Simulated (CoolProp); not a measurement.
Properties of decamethylcyclopentasiloxane (D5) along the isotherm 346.85 °C.

Values from CoolProp's reference Helmholtz-energy equation of state, Thol 2019.

| p (kPa) | phase | speed of sound (m/s) | Joule-Thomson coefficient (K/MPa) | isothermal compressibility (1/MPa) | expansivity (1/kK) |
|---|---|---|---|---|---|
| 5.11 | gas | 118.4 | 8.952 | 196.0 | 1.623 |
| 8.63 | gas | 118.3 | 8.968 | 116.2 | 1.630 |
| 14.6 | gas | 118.0 | 8.996 | 68.82 | 1.643 |
| 24.6 | gas | 117.7 | 9.043 | 40.98 | 1.664 |
| 41.5 | gas | 117.0 | 9.124 | 24.43 | 1.700 |
| 70 | gas | 115.9 | 9.265 | 14.63 | 1.764 |
| 118 | gas | 114.0 | 9.516 | 8.835 | 1.879 |
| 199 | gas | 110.6 | 9.986 | 5.412 | 2.100 |
| 336 | gas | 104.4 | 10.95 | 3.419 | 2.575 |
| 568 | gas | 91.94 | 13.38 | 2.354 | 3.899 |
| 958 | gas | 59.56 | 26.27 | 2.655 | 14.20 |
| 1620 | supercritical | 117.3 | 3.235 | 0.1787 | 7.892 |
